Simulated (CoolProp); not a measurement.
Vapour pressure (bar) of CHF3 (R23): the reference equation beside estimates from Tc = 299.3 K, pc = 48.32 bar, ω = 0.263. Clausius-Clapeyron is anchored at 182.8 K with a constant enthalpy of vaporisation of 17.23 kJ/mol.

Computed with CoolProp (reference Helmholtz-energy equation of state, Penoncello 2003).

```csv
T (K),reference,Lee-Kesler,Clausius-Clapeyron,van der Waals,Redlich-Kwong,Soave-Redlich-Kwong,Peng-Robinson
168.5,0.2226,0.2110,0.2332,2.877,0.4906,0.2142,0.2226
173.3,0.3191,0.3051,0.3278,(withheld),0.6741,0.3089,0.3186
178,0.4442,0.4281,0.4495,3.988,0.9014,0.4322,0.4429
182.8,0.6101,0.5925,0.6101,4.648,1.190,0.5966,0.6078
187.5,0.8175,0.7992,0.8106,5.362,1.535,0.8030,0.8139
192.3,1.084,(withheld),1.068,6.163,(withheld),1.069,1.078
197.1,1.414,1.398,1.388,7.041,2.469,1.400,1.407
201.8,1.809,1.798,1.774,7.978,3.054,1.798,1.801
206.6,2.296,2.291,2.251,9.016,3.751,2.290,2.287
```

Question: Complete the blanks.

Answer: 
- 173.3, van der Waals: 3.408
- 192.3, Lee-Kesler: 1.066
- 192.3, Redlich-Kwong: 1.961

Absolute difference from the reference over all 9 rows, mean and median: Lee-Kesler 2.4 and 2.2 %, Clausius-Clapeyron 1.9 and 1.8 %, van der Waals 630.7 and 555.9 %, Redlich-Kwong 89.5 and 87.8 %, Soave-Redlich-Kwong 1.9 and 1.8 %, Peng-Robinson 0.3 and 0.4 %.
